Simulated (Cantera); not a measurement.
# Moist CO burnout

An isothermal, constant-pressure homogeneous reactor starts with 0.128 % CO, 7.38 % O2, 1.09 % H2O, 91.1 % N2, 0.246 % H2, at 975 K and 3.95 atm.

Model: GRI-Mech 3.0 (53 species, 325 reactions), integrated in Cantera. The hydrogen kinetics of GRI-Mech 3.0 are dated; newer H2 mechanisms differ, most at raised pressure.

```
t (s)         x CO    x O2   x H2O     x CO2      x H2       x O
--------  --------  ------  ------  --------  --------  --------
6.00e-6    0.00128  0.0738  0.0109  1.36e-12   0.00246  1.43e-12
3.39e-5    0.00128  0.0738  0.0109  7.96e-12   0.00246  6.59e-12
0.000192   0.00128  0.0738  0.0109  5.01e-11   0.00246  1.50e-11
0.00108    0.00128  0.0738  0.0109  3.30e-10   0.00246  1.63e-11
0.00613    0.00128  0.0738  0.0109   3.01e-9   0.00246  2.00e-11
0.0346     0.00128  0.0738  0.0109   7.23e-8   0.00246  6.54e-11
0.196      0.00122  0.0736  0.0113   5.36e-5   0.00211   4.19e-8
1.11      0.000711  0.0725  0.0132  0.000567  0.000168   1.09e-8
6.26      0.000327  0.0723  0.0134  0.000951   4.00e-6   1.99e-9
35.4       5.99e-5  0.0721  0.0134   0.00122   2.23e-8  1.85e-10
200        2.28e-6  0.0721  0.0134   0.00128   1.34e-9  6.28e-12
```
x: mole fraction; the columns are a selection and need not sum to one.

Equilibrium at this temperature and pressure: CO <1e-12, O2 0.0721, H2O 0.0134, CO2 0.00128, H2 1.02e-12, O 9.75e-12 (gas phase only).
